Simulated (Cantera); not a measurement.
**Adiabatic ignition**

An adiabatic, constant-volume homogeneous reactor starts with 17.9 % CO, 2.68 % H2, 1.64 % CH4, 16.3 % O2, 61.5 % N2, at 1150 K and 1200000 Pa.

Computed with Cantera and GRI-Mech 3.0 (53 species, 325 reactions). The pressure lies above the range GRI-Mech 3.0 was tuned for (to about 10 atm).

```tsv
t (s)	T (K)	P (bar)	x CO	x H2	x CH4	x O	x H2O	x CH3
6.00e-6	1150	12.0	0.179	0.0268	0.0164	3.90e-9	7.43e-8	6.03e-8
2.91e-5	1150	12.0	0.179	0.0268	0.0164	1.34e-8	1.51e-6	5.30e-7
0.000141	1175	12.3	0.178	0.0260	0.0159	2.90e-6	0.00129	3.15e-5
0.000687	2943	28.3	0.0429	0.00200	<1e-12	0.00348	0.0571	<1e-12
0.00333	2942	28.3	0.0429	0.00200	<1e-12	0.00348	0.0571	<1e-12
0.0162	2942	28.3	0.0429	0.00200	<1e-12	0.00348	0.0571	<1e-12
0.0786	2942	28.3	0.0429	0.00200	<1e-12	0.00348	0.0571	<1e-12
0.382	2942	28.3	0.0429	0.00200	<1e-12	0.00348	0.0571	<1e-12
1.85	2942	28.3	0.0429	0.00200	<1e-12	0.00348	0.0571	<1e-12
9.00	2942	28.3	0.0429	0.00200	<1e-12	0.00348	0.0571	<1e-12
```
x: mole fraction; the columns are a selection and need not sum to one.

```yaml
time_of_steepest_temperature_rise: 0.199 ms
temperature at 9.00 s: 2942 K
equilibrium_temperature: 2942 K
x(CO) at 9.00 s: 0.0429 (gas-phase equilibrium 0.0429)
x(H2) at 9.00 s: 0.00200 (gas-phase equilibrium 0.00200)
x(CH4) at 9.00 s: <1e-12 (gas-phase equilibrium <1e-12)
```
